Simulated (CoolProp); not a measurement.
Fluorine at 294.55 K and 2.94 MPa is throttled through a valve to 1.44 MPa with no heat exchange. Each further row changes one setting.

Values from CoolProp's reference Helmholtz-energy equation of state, de Reuck 1990.

```
case                       temperature change (K)  final density (kg/m³)
-------------------------  ----------------------  ---------------------
as stated                                    -2.9                   22.7
outlet pressure 0.432 MPa                    -4.9                      …
outlet pressure 1.87 MPa                        …                      …
```

Q: Complete the blanks.

A: 
- outlet pressure 0.432 MPa, final density (kg/m³): 6.83
- outlet pressure 1.87 MPa, temperature change (K): -2.0
- outlet pressure 1.87 MPa, final density (kg/m³): 29.5
